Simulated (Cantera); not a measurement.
A perfectly stirred reactor is fed with CH₄ : O₂ : N₂ = 1 : 1.54 : 5.78 (molar parts), equivalence ratio 1.3, at 3000 Torr; it is adiabatic with a 448 K inlet, and is followed from long to short residence time, starting on the burning branch (τ in s: 0.076, 0.033, 0.014, 0.0059, 0.0025, 0.0011, 0.00046, 0.0002, 8.3e-05, 3.6e-05, 1.5e-05, 6.5e-06).

Cantera simulation using GRI-Mech 3.0 (53 species, 325 reactions); the numbers are that mechanism's predictions, not measurements.

Question: Predict: blow-out, bracketed by the residence times tried; x(CH₄) at τ = 76.0 ms; x(O₂) at τ = 76.0 ms; x(CO) at τ = 76.0 ms; x(H₂O₂) at τ = 76.0 ms; x(NO₂) at τ = 76.0 ms; x(CH₄) at τ = 0.460 ms; x(O₂) at τ = 0.460 ms; x(CO) at τ = 0.460 ms; x(H₂O₂) at τ = 0.460 ms; x(NO₂) at τ = 0.460 ms.

Answer: 
| Property | Result |
|---|---|
| blow-out, bracketed by the residence times tried | burning at 0.200 ms, out at 83.0 µs |
| x(CH₄) at τ = 76.0 ms | 6.22e-5 |
| x(O₂) at τ = 76.0 ms | 5.86e-5 |
| x(CO) at τ = 76.0 ms | 0.0619 |
| x(H₂O₂) at τ = 76.0 ms | 5.83e-9 |
| x(NO₂) at τ = 76.0 ms | 1.94e-9 |
| x(CH₄) at τ = 0.460 ms | 0.00115 |
| x(O₂) at τ = 0.460 ms | 0.00321 |
| x(CO) at τ = 0.460 ms | 0.0622 |
| x(H₂O₂) at τ = 0.460 ms | 1.87e-7 |
| x(NO₂) at τ = 0.460 ms | 1.03e-8 |
